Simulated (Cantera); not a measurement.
What does this Cantera script print?

```python
import numpy as np
import cantera as ct

gas_names = """
    C CO CO2 C2 C2O C3 C3O2 C4 C5 Cu CuO Cu2 O O2 O3
""".split()
cond_names = """
    C(gr) Cu(cr) Cu(L) CuO(s) Cu2O(s) Cu2O(L)
""".split()


# ... load() reads the species with a 1 bar reference pressure and builds the phases ...
atoms = {
    'Cu': {'Cu': 1},
    'O2': {'O': 2},
    'CO': {'C': 1, 'O': 1},
}
top_T = {'C(gr)': 4500, 'CuO(s)': 1390}  # K; cautious upper limits of use, not melting points


# ... equilibrate(T, P, feed) seeds the gas with the atoms and calls Mixture.equilibrate('TP', solver="vcs", rtol=1e-11, max_steps=5000) ...
results = []
feed = {'Cu': 1, 'O2': 0.0034, 'CO': 17}  # mol
P = 660000  # Pa
for T in [1298, 1398, 1498, 1598, 1698, 1798, 1898]:
    mix = equilibrate(T, P, feed)
    results.append((T, P, feed, dict(zip(mix.species_names, mix.species_moles))))

top = {s: max(r[3][s] / sum(r[3][g] for g in gas_names) for r in results) for s in gas_names}
cols = sorted((s for s in top if top[s] > 1e-06), key=lambda s: -top[s])[:9]
seen = [c for c in cond_names if any(r[3].get(c, 0) > 1e-12 for r in results)]
print("log10 of partial pressures in bar; condensed amounts in mol")
print(f"{'T/K':>10s}" + "".join(f"{s[:9]:>10s}" for s in cols + seen))
for T, P, feed, n in results:
    ng = sum(n[g] for g in gas_names)
    print(f"{T:10.4g}" + "".join(f"{np.log10(max(n[s] / ng * P / 1e5, 1e-99)):10.3f}" for s in cols)
          + "".join(f"{n.get(c, 0):10.4g}" for c in seen))
```

Output:

```
log10 of partial pressures in bar; condensed amounts in mol
       T/K        CO       CO2        Cu     C(gr)    Cu(cr)     Cu(L)
      1298     0.805    -0.666    -6.822    0.5319         1         0
      1398     0.815    -1.127    -5.887    0.1832         0         1
      1498     0.818    -1.535    -5.100   0.06803         0         1
      1598     0.819    -1.892    -4.413   0.02616         0    0.9999
      1698     0.819    -2.206    -3.810  0.009218         0    0.9996
      1798     0.819    -2.483    -3.276  0.001665         0    0.9986
      1898     0.819    -2.578    -2.801         0         0    0.9959
```

Method: chemical equilibrium by Gibbs-energy minimisation in Cantera with the NASA 1993 tables (ideal gas, pure condensed phases).
